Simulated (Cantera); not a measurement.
Mixture: CH₄ : C₂H₆ : C₃H₈ : O₂ : N₂ = 1 : 0.05 : 0.12 : 1.63 : 9.63 (molar parts), equivalence ratio 1.7, at 10.0 bar, adiabatic and at constant pressure. Ignition delay is the time to a rise of 400 K.

Detailed kinetics in Cantera: GRI-Mech 3.0 (53 species, 325 reactions).

At T0 = 1300 K, what is the delay, and which 7 reactions control it most (d ln τ / d ln k, from doubling and halving each rate constant)?

The delay is 0.658 ms.
```tsv
reaction	d ln τ / d ln k	faster rate
CH3 + HO2 <=> CH3O + OH	-0.42	shortens it
2 CH3 (+M) <=> C2H6 (+M)	0.42	lengthens it
C2H5 + CH3 (+M) <=> C3H8 (+M)	-0.34	shortens it
H + O2 <=> O + OH	-0.30	shortens it
CH4 + OH <=> CH3 + H2O	0.29	lengthens it
CH4 + H <=> CH3 + H2	0.22	lengthens it
C2H6 + OH <=> C2H5 + H2O	-0.18	shortens it
```
